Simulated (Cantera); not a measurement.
Catalytic combustion on Pt

An isothermal plug-flow reactor at 675 K and 1.01 bar (inlet), inlet velocity 3.4 m/s, active area per volume 320 1/m; feed 2.00 % H₂, 1.30 % O₂, 93.1 % N₂, 3.65 % H₂O.

Cantera simulation using Deutschmann's 1995 Pt surface mechanism with GRI-Mech 3.0 gas chemistry; the numbers are that mechanism's predictions, not measurements. Catalytic surfaces can have several steady states; this one follows from the mechanism file's or the stated starting coverage. Mass transfer to the wall is taken as infinitely fast.

```json
[
 {"z (m)": "0.00017", "x H₂": "0.0170", "x O₂": "0.0114", "x H₂O": "0.0396", "θ free Pt": "0.942", "θ H*": "0.0574", "θ O*": "1.63e-6", "θ OH*": "5.05e-6"},
 {"z (m)": "0.00036", "x H₂": "0.0140", "x O₂": "0.00993", "x H₂O": "0.0428", "θ free Pt": "0.948", "θ H*": "0.0515", "θ O*": "1.60e-6", "θ OH*": "5.05e-6"},
 {"z (m)": "0.00079", "x H₂": "0.00839", "x O₂": "0.00716", "x H₂O": "0.0485", "θ free Pt": "0.962", "θ H*": "0.0377", "θ O*": "1.62e-6", "θ OH*": "5.38e-6"},
 {"z (m)": "0.0017", "x H₂": "0.00136", "x O₂": "0.00365", "x H₂O": "0.0557", "θ free Pt": "0.656", "θ H*": "6.79e-7", "θ O*": "0.318", "θ OH*": "0.0255"},
 {"z (m)": "0.0036", "x H₂": "0.000263", "x O₂": "0.00311", "x H₂O": "0.0568", "θ free Pt": "0.149", "θ H*": "4.13e-8", "θ O*": "0.831", "θ OH*": "0.0197"},
 {"z (m)": "0.0079", "x H₂": "8.68e-5", "x O₂": "0.00302", "x H₂O": "0.0570", "θ free Pt": "0.0563", "θ H*": "8.86e-9", "θ O*": "0.931", "θ OH*": "0.0128"},
 {"z (m)": "0.017", "x H₂": "2.93e-5", "x O₂": "0.00299", "x H₂O": "0.0571", "θ free Pt": "0.0318", "θ H*": "3.67e-9", "θ O*": "0.958", "θ OH*": "0.00978"}
]
```
x: gas mole fraction; θ: surface coverage.
